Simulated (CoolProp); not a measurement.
Vapour-liquid equilibrium of methanol (1) + water (2) at 1.74 MPa; x and y are mole fractions of (1).

Model: multi-fluid Helmholtz-energy mixture model, de Reuck 1993 and Wagner 2002; pair parameters Bell 2016, in CoolProp.

Question: Give the bubble temperature and the first vapour's composition at x = 0.05, 0.2, 0.65. Is there an azeotrope?

Answer: x = 0.05: 200.8 °C, y = 0.124; x = 0.2: 189.7 °C, y = 0.391; x = 0.65: 169.5 °C, y = 0.798. No azeotrope shows between x = 0.05 and 0.95.

The pair parameters rest on a limited set of measurements; away from them the model extrapolates.
